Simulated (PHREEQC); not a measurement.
A solution holds 3.2 mmol/kgw KOH, 4.7 mmol/kgw Fe(NO3)3 and 0.93 mmol/kgw CO2, at 20 °C. Closed to the air; pH follows from the charge balance.

Computed with PHREEQC (ion-association model, wateq4f.dat).

| quantity | before | after |
|---|---|---|
| pH | 2.97 | 3.37 |
| ionic strength (mol/kgw) | 0.0232 | 0.0224 |
| FeOH+2 (mol/kgw) | 0.00208 | 0.00188 |
| Fe+3 (mol/kgw) | 0.000800 | 0.000283 |
| Fe2(OH)2+4 (mol/kgw) | 0.000475 | 0.000383 |
| Fe(OH)2+ (mol/kgw) | 0.000343 | 0.000796 |
| SI of Fe(OH)3(a) (Fe(OH)3) | +0.43 | +1.21 |
| SI of Goethite (FeOOH) | +6.14 | +6.92 |

Question: What was changed between the two runs?
(A) CO2 replaced by Cs2CO3 at the same molality
(B) KOH replaced by K3PO4 at the same molality
(C) Fe(NO3)3 from 0.0047 to 0.0235 mol/kgw

Answer: A, CO2 replaced by Cs2CO3 at the same molality

This is a speciation only: nothing precipitates in the calculation. Some of these states are supersaturated (in Fe(OH)3(a), Hematite (slow to form), for instance).
